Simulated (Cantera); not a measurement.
Input: 1 mol CH3Cl, a varied amount of H2, equilibrated at 3098 K and 750 Torr.

Cantera equilibrium calculation (NASA polynomials, part measured and part estimated; ideal gas, pure solids and liquids). Candidate condensed phases: C, C6H6, C7H8, C8H18; 91 gas species. Kinetics and transport are ignored.

Q: At 0.17 mol H2, list the 6 most abundant gas species with their mole fractions, and the condensed phases.

A: H2 0.414, HCl 0.336, H 0.136, Cl 0.0747, C2H2 (acetylene) 0.0339, C2H 0.00219. Condensed: C(graphite).
